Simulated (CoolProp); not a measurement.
Vapour-liquid equilibrium of cyclohexane (1) + n-heptane (2) at 377.6 K; x and y are mole fractions of (1).

Values from CoolProp's multi-fluid Helmholtz-energy mixture model, Zhou 2014 and Span 2003; pair parameters Bell 2016.

```json
[
 {"x": "0.05", "bubble pressure (kPa)": "124.7", "y at the bubble point": "0.078", "dew pressure at overall composition x (kPa)": "123.2", "liquid density (mol/L)": "6.154"},
 {"x": "0.2", "bubble pressure (kPa)": "136.6", "y at the bubble point": "(withheld)", "dew pressure at overall composition x (kPa)": "(withheld)", "liquid density (mol/L)": "(withheld)"},
 {"x": "0.35", "bubble pressure (kPa)": "148.4", "y at the bubble point": "0.463", "dew pressure at overall composition x (kPa)": "(withheld)", "liquid density (mol/L)": "6.697"},
 {"x": "0.5", "bubble pressure (kPa)": "159.9", "y at the bubble point": "0.613", "dew pressure at overall composition x (kPa)": "151.1", "liquid density (mol/L)": "7.004"},
 {"x": "0.65", "bubble pressure (kPa)": "171.2", "y at the bubble point": "0.744", "dew pressure at overall composition x (kPa)": "163.0", "liquid density (mol/L)": "7.340"},
 {"x": "0.8", "bubble pressure (kPa)": "182.1", "y at the bubble point": "0.860", "dew pressure at overall composition x (kPa)": "176.3", "liquid density (mol/L)": "(withheld)"},
 {"x": "0.95", "bubble pressure (kPa)": "(withheld)", "y at the bubble point": "0.966", "dew pressure at overall composition x (kPa)": "(withheld)", "liquid density (mol/L)": "8.112"}
]
```

Task: Some entries are withheld; supply them.

Result: 
- 0.2, y at the bubble point: 0.287
- 0.2, dew pressure at overall composition x (kPa): 131.4
- 0.2, liquid density (mol/L): 6.415
- 0.35, dew pressure at overall composition x (kPa): 140.6
- 0.8, liquid density (mol/L): 7.708
- 0.95, bubble pressure (kPa): 192.8
- 0.95, dew pressure at overall composition x (kPa): 191.1

No azeotrope shows between x = 0.05 and 0.95.

The pair parameters rest on a limited set of measurements; away from them the model extrapolates.
